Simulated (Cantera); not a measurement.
Input: 1 mol Al(CH₃)₃, 1.2 mol O₂, 3.2 mol N₂, equilibrated at 700 K and 51.0 mbar.

Method: chemical equilibrium by Gibbs-energy minimisation in Cantera with the NASA 1993 tables (ideal gas, pure condensed phases). Candidate condensed phases: Al, AlN, Al₂O₃, C, C₆H₆, C₇H₈, C₈H₁₈, H₂O; 148 gas species. The feed counts by its element totals alone. Equilibrium is a limit: real reactors are often held back by kinetics, nucleation or transport.

Base state: N₂ 0.433, H₂ 0.395, H₂O 0.0785, CH₄ 0.0676, CO₂ 0.0171, CO 0.00911, NH₃ 7.80e-5 (mole fractions); condensed: Al₂O₃(s) + C(graphite).

What changes in the equilibrium state with this change: O₂ from 1.2 to 3 mol?


| species | before | after |
|---|---|---|
| N₂ | 0.433 | 0.354 |
| H₂ | 0.395 | 0.271 |
| H₂O | 0.0785 | 0.162 |
| CO₂ | 0.0171 | 0.154 |
| CO | 0.00911 | 0.0274 |
| CH₄ | 0.0676 | 0.0319 |
| NH₃ | 7.80e-5 | 4.01e-5 |
| Al₂O₃(s), mol | 0.500 | 0.500 |
| C(graphite), mol | 2.31 | 1.07 |

What changes in the equilibrium state with this change: temperature from 700 K to 1075 K?


```csv
species,before,after
H₂,0.395,0.522
N₂,0.433,0.372
CO,0.00911,0.104
H₂O,0.0785,0.000351
CO₂,0.0171,7.53e-5
CH₄,0.0676,0.000627
NH₃,7.80e-5,4.30e-6
"Al₂O₃(s), mol",0.500,0.500
"C(graphite), mol",2.31,2.10
```

What changes in the equilibrium state with this change: pressure from 51.0 mbar to 10.0 mbar?


```tsv
species	before	after
H₂	0.395	0.482
N₂	0.433	0.405
H₂O	0.0785	0.0478
CH₄	0.0676	0.0198
CO	0.00911	0.0231
CO₂	0.0171	0.0215
NH₃	7.80e-5	2.00e-5
Al₂O₃(s), mol	0.500	0.500
C(graphite), mol	2.31	2.49
```
